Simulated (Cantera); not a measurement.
Feed: 1 mol C2H5OH, 0.53 mol CO2, 4.2 mol H2, 0.18 mol NH3, held at 150 Torr.

Cantera equilibrium calculation (NASA polynomials, part measured and part estimated; ideal gas, pure solids and liquids). Candidate condensed phases: C, C6H6, C7H8, C8H18, H2O; 136 gas species. Kinetics and transport are ignored. All values below are at 1950 K.

Base state: H2 0.773, CO 0.214, N2 0.00882, H 0.00225, HCN 0.000995, C2H2 (acetylene) 0.000423, CH4 5.82e-5, HNC 5.15e-5 (mole fractions); condensed: C(graphite).

**Question.** What changes in the equilibrium state with this change: C2H5OH replaced by C?

**Answer.** 
| species | before | after |
|---|---|---|
| H2 | 0.773 | 0.792 |
| CO | 0.214 | 0.188 |
| N2 | 0.00882 | 0.0153 |
| HCN | 0.000995 | 0.00133 |
| HNC | 5.15e-5 | 6.87e-5 |
| CH4 | 5.82e-5 | 6.11e-5 |
| C2H2 (acetylene) | 0.000423 | 0.000433 |
| C(graphite), mol | 0.451 | 0.457 |
